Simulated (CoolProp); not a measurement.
Computed with CoolProp (reference Helmholtz-energy equation of state, Bücker 2006).

**Question.** For isobutane, give the phase and the cp (kJ/(kg K)), cv (kJ/(kg K)), expansivity (1/kK), viscosity (µPa s) at 80.75 °C and 18.7 MPa; 195.05 °C and 18.7 MPa.

**Answer.** 
- 80.75 °C and 18.7 MPa: liquid; cp 2.57, cv 1.93, expansivity 1.96, viscosity 125
- 195.05 °C and 18.7 MPa: supercritical; cp 3.13, cv 2.40, expansivity 3.07, viscosity 58.9

Viscosity comes from a separate model (Vogel 2000).
